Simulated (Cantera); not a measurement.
Al + HBr + N₂ (aluminium and copper etching)

Charge: 1 mol Al, a varied amount of HBr, 8.3 mol N₂, at 1075 K and 10.0 Torr.

Equilibrium computed with Cantera from the NASA thermochemical tables; the gas is ideal and each condensed phase is pure. Candidate condensed phases: Al, AlBr₃, AlN, Br₂; 19 gas species. Rates play no part.

From 2.1 mol HBr to 3.4 mol HBr the condensed part is AlN(s). From 4.8 mol HBr to 14 mol HBr nothing is condensed. The main Al-bearing gas is AlBr₃ throughout.

```csv
n(HBr) (mol),log p N₂,log p HBr,log p H₂,log p AlBr₃,log p Br,log p Br₂,n AlN(s)
2.1,-1.96,-3.13,-2.98,-3.16,-6.50,-9.23,0.484
3.4,-2.01,-3.00,-2.82,-2.99,-6.45,-9.13,0.147
4.8,-2.06,-2.72,-2.80,-2.98,-6.18,-8.59,0
6.1,-2.10,-2.53,-2.84,-3.02,-5.97,-8.16,0
7.4,-2.14,-2.41,-2.88,-3.06,-5.83,-7.90,0
8.7,-2.17,-2.34,-2.92,-3.09,-5.74,-7.71,0
10,-2.21,-2.28,-2.95,-3.13,-5.67,-7.56,0
11,-2.23,-2.25,-2.97,-3.15,-5.62,-7.47,0
13,-2.27,-2.19,-3.02,-3.19,-5.55,-7.32,0
14,-2.29,-2.17,-3.04,-3.21,-5.51,-7.26,0
```
log p: log10 of the partial pressure in bar; n: condensed amount in mol.
